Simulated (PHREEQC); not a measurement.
Dissolve 0.74 mol LiCl and 0.39 mol MgSO4 per kg of water at 79 °C. Closed to the air; pH follows from the charge balance.

Equilibrium calculation in PHREEQC: ion-association model, phreeqc.dat.

No solid was allowed to form.

Task: Order these S species by the share of S that they hold, largest first: MgSO4, LiSO4-, SO4-2.

Result: MgSO4 (64 %), SO4-2 (26 %), LiSO4- (9.9 %)

The ionic strength is 1.22 mol/kgw. Ionic strength above about 0.7 mol/kgw puts this run outside the model's range. Complexes and solids missing from the database can't appear. At this temperature some constants are extrapolated from 25 °C, and those without enthalpy data are left unchanged.
